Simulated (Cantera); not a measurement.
## Equilibrium for silicon oxide and oxynitride deposition: SiH2Cl2 + O3 + H2

Feed: 1 mol SiH2Cl2, a varied amount of O3, 27 mol H2, equilibrated at 650 K and 143 Torr.

Cantera equilibrium calculation (NASA polynomials, part measured and part estimated; ideal gas, pure solids and liquids). Candidate condensed phases: H2O, Si, SiO2; 30 gas species. Equilibrium is a limit: real reactors are often held back by kinetics, nucleation or transport.

```json
[
 {"n(O3) (mol)": "0.13", "x H2": "0.980", "x H2O": "<1e-12", "x HCl": "0.000103", "x SiCl4": "0.0110", "n Si(s)": "0.240", "n SiO2(α-quartz)": "0.195"},
 {"n(O3) (mol)": "0.18", "x H2": "0.980", "x H2O": "<1e-12", "x HCl": "0.000103", "x SiCl4": "0.0110", "n Si(s)": "0.165", "n SiO2(α-quartz)": "0.270"},
 {"n(O3) (mol)": "0.25", "x H2": "0.980", "x H2O": "<1e-12", "x HCl": "0.000103", "x SiCl4": "0.0110", "n Si(s)": "0.0600", "n SiO2(α-quartz)": "0.375"},
 {"n(O3) (mol)": "0.35", "x H2": "0.980", "x H2O": "1.58e-12", "x HCl": "0.00384", "x SiCl4": "0.0163", "n Si(s)": "0", "n SiO2(α-quartz)": "0.525"},
 {"n(O3) (mol)": "0.5", "x H2": "0.957", "x H2O": "1.78e-10", "x HCl": "0.0348", "x SiCl4": "0.00868", "n Si(s)": "0", "n SiO2(α-quartz)": "0.750"},
 {"n(O3) (mol)": "0.69", "x H2": "0.929", "x H2O": "0.00241", "x HCl": "0.0690", "x SiCl4": "<1e-12", "n Si(s)": "0", "n SiO2(α-quartz)": "1.00"},
 {"n(O3) (mol)": "0.98", "x H2": "0.899", "x H2O": "0.0324", "x HCl": "0.0690", "x SiCl4": "<1e-12", "n Si(s)": "0", "n SiO2(α-quartz)": "1.00"},
 {"n(O3) (mol)": "1.4", "x H2": "0.855", "x H2O": "0.0759", "x HCl": "0.0690", "x SiCl4": "<1e-12", "n Si(s)": "0", "n SiO2(α-quartz)": "1.00"},
 {"n(O3) (mol)": "1.9", "x H2": "0.803", "x H2O": "0.128", "x HCl": "0.0690", "x SiCl4": "<1e-12", "n Si(s)": "0", "n SiO2(α-quartz)": "1.00"},
 {"n(O3) (mol)": "2.7", "x H2": "0.721", "x H2O": "0.210", "x HCl": "0.0690", "x SiCl4": "<1e-12", "n Si(s)": "0", "n SiO2(α-quartz)": "1.00"},
 {"n(O3) (mol)": "3.8", "x H2": "0.607", "x H2O": "0.324", "x HCl": "0.0690", "x SiCl4": "<1e-12", "n Si(s)": "0", "n SiO2(α-quartz)": "1.00"},
 {"n(O3) (mol)": "5.3", "x H2": "0.452", "x H2O": "0.479", "x HCl": "0.0690", "x SiCl4": "<1e-12", "n Si(s)": "0", "n SiO2(α-quartz)": "1.00"},
 {"n(O3) (mol)": "7.5", "x H2": "0.224", "x H2O": "0.707", "x HCl": "0.0690", "x SiCl4": "<1e-12", "n Si(s)": "0", "n SiO2(α-quartz)": "1.00"}
]
```
x: gas mole fraction; n: condensed amount in mol.

From 0.13 mol O3 to 0.25 mol O3 the condensed part is Si(s) + SiO2(α-quartz). From 0.35 mol O3 to 7.5 mol O3 the condensed part is SiO2(α-quartz).
